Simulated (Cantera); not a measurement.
Input: 1 mol Fe₃O₄, 5.9 mol C, 0.19 mol H₂, equilibrated at 1525 K and 1 atm.

Equilibrium computed with Cantera from the NASA thermochemical tables; the gas is ideal and each condensed phase is pure. Candidate condensed phases: C, C₆H₆, C₇H₈, C₈H₁₈, Fe, Fe(CO)₅, FeO, Fe(OH)₂, Fe(OH)₃, Fe₂O₃, Fe₃O₄, H₂O; 114 gas species. Iron dissolves carbon and melts from about 1420 K in contact with it, which pure phases cannot show. Condensed phases not in the tables: cementite and carbon dissolved in iron. The numbers say what is thermodynamically allowed, not how fast it happens.

Base state: CO 0.954, H₂ 0.0453, CO₂ 0.000493, H₂O 6.30e-5 (mole fractions); condensed: C(graphite) + Fe(γ).

What changes in the equilibrium state with this change: temperature from 1525 K to 1325 K?


```json
[
 {"species": "CO", "before": "0.954", "after": "0.951"},
 {"species": "H₂", "before": "0.0453", "after": "0.0452"},
 {"species": "CO₂", "before": "0.000493", "after": "0.00354"},
 {"species": "H₂O", "before": "6.30e-5", "after": "0.000313"},
 {"species": "CH₄", "before": "4.74e-6", "after": "1.39e-5"},
 {"species": "C(graphite), mol", "before": "1.90", "after": "1.92"},
 {"species": "Fe(γ), mol", "before": "3.00", "after": "3.00"}
]
```
